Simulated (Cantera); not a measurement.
An adiabatic, constant-volume homogeneous reactor starts with 3.29 % CH₄, 1.48 % CO, 7.34 % O₂, 87.9 % N₂, equivalence ratio 1.00, at 1600 K and 2330 Torr.

Cantera simulation using GRI-Mech 3.0 (53 species, 325 reactions); the numbers are that mechanism's predictions, not measurements.

One state of this run: T (K) = 2499; P (bar) = 4.84; x CH₄ = <1e-12; x CO = 0.00931; x O₂ = 0.00480; x NO = 0.000790; x C₂H₄ = <1e-12; x CH₂O = 4.36e-11. x: mole fraction; the columns are a selection and need not sum to one.

Problem. Which value of t (s) does it belong to?
A) 0.00162
B) 1.00e-6
C) 0.0312
D) 0.600

Solution. A, 0.00162
